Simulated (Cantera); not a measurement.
A closed system holds: 1 mol HMDSO, 2.9 mol O2, 7.7 mol H2, 0.12 mol O3, equilibrated at 1650 K and 1330 Pa.

Cantera equilibrium calculation (NASA polynomials, part measured and part estimated; ideal gas, pure solids and liquids). Candidate condensed phases: C, C6H6, C7H8, C8H18, H2O, Si, SiC, SiO2; 123 gas species. The feed counts by its element totals alone. The numbers say what is thermodynamically allowed, not how fast it happens.

Problem. What is the equilibrium state?

Solution. 
```json
{
 "x(H2)": "0.699",
 "x(CO)": "0.234",
 "x(SiO)": "0.0662",
 "x(H)": "0.000658",
 "x(H2O)": "1.27e-5",
 "x(Si)": "2.26e-6",
 "x(CO2)": "1.32e-6",
 "n(SiC(s))": "0.420 mol",
 "gas_amount": "23.87 mol",
 "log10 activity of Si(s) (absent)": "-0.95",
 "log10 activity of C(graphite) (absent)": "-0.96"
}
```
